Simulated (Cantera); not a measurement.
**NO annealing gas**

An isothermal, constant-pressure homogeneous reactor starts with 47.6 % NO, 52.4 % N2, at 2150 K and 0.158 atm.

Detailed kinetics in Cantera: GRI-Mech 3.0 (53 species, 325 reactions).

```tsv
t (s)	x NO	x N2	x NO2	x O	x N2O	x O2
2.00e-5	0.476	0.524	1.80e-8	2.33e-6	2.30e-6	5.27e-9
8.43e-5	0.476	0.524	2.79e-7	9.91e-6	9.39e-6	9.46e-8
0.000356	0.476	0.524	3.15e-6	4.45e-5	3.48e-5	1.81e-6
0.00150	0.476	0.524	2.08e-5	0.000219	8.89e-5	4.39e-5
0.00632	0.474	0.525	5.01e-5	0.000555	0.000104	0.000868
0.0267	0.464	0.530	6.15e-5	0.000667	9.74e-5	0.00575
0.112	0.418	0.552	8.98e-5	0.000988	7.47e-5	0.0283
0.474	0.236	0.643	9.71e-5	0.00175	2.11e-5	0.119
2.00	0.0288	0.747	1.62e-5	0.00232	4.87e-7	0.222
```
x: mole fraction; the columns are a selection and need not sum to one.

Equilibrium at this temperature and pressure: NO 0.0116, N2 0.755, NO2 6.62e-6, O 0.00236, N2O 2.53e-7, O2 0.231 (gas phase only).
